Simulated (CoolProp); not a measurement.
Model: reference Helmholtz-energy equation of state, Thol 2015, in CoolProp.

For 1,2-dichloroethane, give the phase and the Z, cp (kJ/(kg K)), cv (kJ/(kg K)), expansivity (1/kK) at 500 K and 17.2 MPa.


- 500 K and 17.2 MPa: liquid; Z 0.430, cp 1.51, cv 1.04, expansivity 1.91
